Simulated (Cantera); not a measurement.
Equilibrium for hydrogen reduction and annealing atmospheres: SiO₂ + H₂

Feed: 1 mol SiO₂, 300 mol H₂, held at 473 Torr.

Cantera equilibrium calculation (NASA polynomials, part measured and part estimated; ideal gas, pure solids and liquids). Candidate condensed phases: H₂O, Si, SiO₂; 18 gas species. The tables hold silica as quartz up to 1696 K and as liquid above; real silica turns to tridymite and cristobalite and melts near 1996 K. Rates play no part.

```tsv
T (K)	x H₂	x SiO	x H₂O	x H	x OH	x SiH₂	n SiO₂(β-quartz)	n SiO₂(condensed)
1173	1.00	9.60e-8	1.45e-7	1.49e-7	<1e-12	4.25e-10	1.000	0
1223	1.000	3.52e-7	3.94e-7	3.79e-7	<1e-12	8.74e-10	1.000	0
1273	1.000	1.05e-6	1.09e-6	8.98e-7	<1e-12	1.40e-9	1.000	0
1323	1.000	2.82e-6	2.84e-6	2.00e-6	<1e-12	2.04e-9	0.999	0
1373	1.000	6.97e-6	6.99e-6	4.20e-6	<1e-12	2.85e-9	0.998	0
1423	1.000	1.61e-5	1.61e-5	8.37e-6	2.93e-12	3.89e-9	0.995	0
1473	1.000	3.50e-5	3.50e-5	1.59e-5	1.45e-11	5.19e-9	0.989	0
1523	1.000	7.24e-5	7.24e-5	2.91e-5	6.50e-11	6.80e-9	0.978	0
1573	1.000	0.000142	0.000143	5.12e-5	2.64e-10	8.76e-9	0.957	0
1623	0.999	0.000269	0.000269	8.71e-5	9.80e-10	1.11e-8	0.919	0
1673	0.999	0.000487	0.000487	0.000143	3.37e-9	1.39e-8	0.854	0
1723	0.998	0.000849	0.000849	0.000230	1.07e-8	1.71e-8	0	0.745
1773	0.997	0.00143	0.00143	0.000358	3.17e-8	2.09e-8	0	0.572
1823	0.995	0.00232	0.00232	0.000544	8.84e-8	2.51e-8	0	0.301
```
x: gas mole fraction; n: condensed amount in mol.

From 1173 K to 1673 K the condensed part is SiO₂(β-quartz). From 1723 K to 1823 K the condensed part is SiO₂(condensed). The main Si-bearing gas is SiO throughout.
